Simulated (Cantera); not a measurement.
An isothermal, constant-pressure homogeneous reactor starts with H2 : O2 = 0.03 : 1 (molar parts), at 1050 K and 2670 Pa.

Computed with Cantera and GRI-Mech 3.0 (53 species, 325 reactions). Radical loss at walls, strong at low pressure, is not modelled.

x: mole fraction; the columns are a selection and need not sum to one.

| t (s) | x H2 | x O2 | x H2O | x H2O2 | x HO2 | x OH | x O |
|---|---|---|---|---|---|---|---|
| 0.000100 | 0.0291 | 0.971 | 5.27e-11 | <1e-12 | 2.04e-10 | 1.00e-10 | 1.30e-10 |
| 0.000215 | 0.0291 | 0.971 | 3.77e-10 | <1e-12 | 4.45e-10 | 3.36e-10 | 5.18e-10 |
| 0.000464 | 0.0291 | 0.971 | 3.30e-9 | <1e-12 | 1.00e-9 | 1.68e-9 | 2.97e-9 |
| 0.00100 | 0.0291 | 0.971 | 7.68e-8 | 1.34e-12 | 3.37e-9 | 3.07e-8 | 5.65e-8 |
| 0.00215 | 0.0291 | 0.971 | 3.46e-5 | 1.54e-10 | 5.80e-7 | 1.34e-5 | 2.48e-5 |
| 0.00464 | 0.00222 | 0.955 | 0.0235 | 3.40e-7 | 9.68e-6 | 0.00213 | 0.0127 |
| 0.0100 | 0.000240 | 0.961 | 0.0280 | 1.23e-7 | 6.60e-6 | 0.000897 | 0.00841 |
| 0.0215 | 8.53e-5 | 0.967 | 0.0290 | 1.11e-7 | 4.48e-6 | 0.000524 | 0.00325 |
| 0.0464 | 2.38e-5 | 0.969 | 0.0294 | 9.47e-8 | 2.47e-6 | 0.000275 | 0.000943 |
| 0.100 | ___ | 0.970 | 0.0295 | ___ | ___ | ___ | ___ |
| 0.215 | 1.29e-6 | 0.970 | 0.0295 | 4.31e-8 | 4.18e-7 | 6.80e-5 | 5.71e-5 |
| 0.464 | ___ | 0.970 | 0.0295 | ___ | ___ | ___ | ___ |
| 1.00 | 8.60e-8 | 0.970 | 0.0295 | 1.07e-8 | 5.01e-8 | 1.90e-5 | 4.37e-6 |

Q: What belongs in the gaps?

A: 
- 0.100, x H2: 5.66e-6
- 0.100, x H2O2: 7.01e-8
- 0.100, x HO2: 1.11e-6
- 0.100, x OH: 0.000137
- 0.100, x O: 0.000235
- 0.464, x H2: 3.15e-7
- 0.464, x H2O2: 2.26e-8
- 0.464, x HO2: 1.45e-7
- 0.464, x OH: 3.50e-5
- 0.464, x O: 1.49e-5
